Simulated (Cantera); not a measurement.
A Cantera script and what it prints.

```python
import numpy as np
import cantera as ct

gas_names = """
    C CO CO2 C2 C2O C3 C3O2 C4 C5 Cu CuO Cu2 O O2 O3
""".split()
cond_names = """
    C(gr) Cu(cr) Cu(L) CuO(s) Cu2O(s) Cu2O(L)
""".split()


# ... load() reads the species with a 1 bar reference pressure and builds the phases ...
atoms = {
    'CuO': {'Cu': 1, 'O': 1},
    'C': {'C': 1},
    'CO': {'C': 1, 'O': 1},
}
top_T = {'C(gr)': 4500, 'CuO(s)': 1390}  # K; cautious upper limits of use, not melting points


# ... equilibrate(T, P, feed) seeds the gas with the atoms and calls Mixture.equilibrate('TP', solver="vcs", rtol=1e-11, max_steps=5000) ...
results = []
feed = {'CuO': 1, 'C': 1.6, 'CO': 2.4}  # mol
P = 120000  # Pa
for T in [1350, 1425, 1500, 1575, 1650, 1725, 1800, 1875, 1950, 2025, 2100, 2175, 2250, 2325]:
    mix = equilibrate(T, P, feed)
    results.append((T, P, feed, dict(zip(mix.species_names, mix.species_moles))))

top = {s: max(r[3][s] / sum(r[3][g] for g in gas_names) for r in results) for s in gas_names}
cols = sorted((s for s in top if top[s] > 0.001), key=lambda s: -top[s])[:9]
seen = [c for c in cond_names if any(r[3].get(c, 0) > 1e-12 for r in results)]
print("log10 of partial pressures in bar; condensed amounts in mol")
print(f"{'T/K':>10s}" + "".join(f"{s[:9]:>10s}" for s in cols + seen))
for T, P, feed, n in results:
    ng = sum(n[g] for g in gas_names)
    print(f"{T:10.4g}" + "".join(f"{np.log10(max(n[s] / ng * P / 1e5, 1e-99)):10.3f}" for s in cols)
          + "".join(f"{n.get(c, 0):10.4g}" for c in seen))
```

It prints:

```
log10 of partial pressures in bar; condensed amounts in mol
       T/K        CO        Cu       CO2     C(gr)    Cu(cr)     Cu(L)
      1350     0.078    -6.310    -2.380    0.6118         1         0
      1425     0.078    -5.663    -2.717    0.6054         0         1
      1500     0.079    -5.085    -3.020    0.6027         0         1
      1575     0.079    -4.563    -3.293    0.6014         0    0.9999
      1650     0.079    -4.090    -3.540    0.6008         0    0.9998
      1725     0.079    -3.660    -3.765    0.6005         0    0.9994
      1800     0.079    -3.266    -3.969    0.6003         0    0.9985
      1875     0.079    -2.905    -4.157    0.6002         0    0.9965
      1950     0.078    -2.573    -4.329    0.6001         0    0.9924
      2025     0.077    -2.266    -4.489    0.6001         0    0.9844
      2100     0.075    -1.982    -4.638    0.6001         0    0.9699
      2175     0.072    -1.718    -4.780       0.6         0    0.9441
      2250     0.067    -1.473    -4.916       0.6         0    0.9001
      2325     0.058    -1.244    -5.050       0.6         0    0.8266
```

Method: chemical equilibrium by Gibbs-energy minimisation in Cantera with the NASA 1993 tables (ideal gas, pure condensed phases).
